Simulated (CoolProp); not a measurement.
A single-stage vapour-compression cycle with CH3F (R41): evaporating at 214.15 K (dew point), condensing at 271.15 K (bubble point), superheat 10 K, subcooling 2 K, compressor efficiency 0.6, no pressure losses. Each further row changes one setting.

Model: reference Helmholtz-energy equation of state, Lemmon 2006, in CoolProp. It is a short technical equation, of lower accuracy than the large ones.

| case | cooling COP | pressure ratio | discharge temperature (K) | refrigerating effect (kJ/kg) | volumetric capacity (kJ/m³) |
|---|---|---|---|---|---|
| as stated | 1.63 | 7.30 | 414.3 | 347 | [?] |
| evaporating temperature 219.15 K | 1.87 | [?] | [?] | 350 | 2220 |
| condensing temperature 266.15 K | [?] | [?] | [?] | 359 | 1850 |
| subcooling 7 K | [?] | 7.30 | 414.3 | 359 | 1850 |

Task: Some entries are withheld; supply them.

Result: 
- as stated, volumetric capacity (kJ/m³): 1790
- evaporating temperature 219.15 K, pressure ratio: 5.87
- evaporating temperature 219.15 K, discharge temperature (K): 397.9
- condensing temperature 266.15 K, cooling COP: 1.84
- condensing temperature 266.15 K, pressure ratio: 6.34
- condensing temperature 266.15 K, discharge temperature (K): 399.7
- subcooling 7 K, cooling COP: 1.69
